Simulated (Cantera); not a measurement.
# Cu + NH₃ + H₂ (metals in furnace atmospheres)

Charge: 1 mol Cu, 0.22 mol NH₃, 1.6 mol H₂, equilibrated at 13.0 bar.

Equilibrium computed with Cantera from the NASA thermochemical tables; the gas is ideal and each condensed phase is pure. Candidate condensed phases: Cu; 11 gas species. The numbers say what is thermodynamically allowed, not how fast it happens.

```
T (K)   x H₂    x N₂     x NH₃      x H  n Cu(s)  n Cu(l)
-----  -----  ------  --------  -------  -------  -------
1148   0.946  0.0536  0.000682  1.93e-8     1.00        0
1198   0.946  0.0537  0.000535  5.13e-8     1.00        0
1248   0.946  0.0537  0.000427  1.26e-7     1.00        0
1298   0.946  0.0538  0.000347  2.89e-7     1.00        0
1348   0.946  0.0538  0.000286  6.24e-7     1.00        0
1398   0.946  0.0538  0.000239  1.28e-6        0     1.00
1448   0.946  0.0538  0.000202  2.49e-6        0    1.000
1498   0.946  0.0538  0.000173  4.64e-6        0    1.000
1548   0.946  0.0539  0.000149  8.31e-6        0    1.000
1598   0.946  0.0539  0.000130  1.44e-5        0    1.000
1648   0.946  0.0539  0.000115  2.40e-5        0    1.000
1698   0.946  0.0539  0.000102  3.90e-5        0    1.000
1748   0.946  0.0539   9.06e-5  6.16e-5        0    1.000
1798   0.946  0.0539   8.14e-5  9.50e-5        0    1.000
```
x: gas mole fraction; n: condensed amount in mol.

From 1148 K to 1348 K the condensed part is Cu(s). From 1398 K to 1798 K the condensed part is Cu(l).
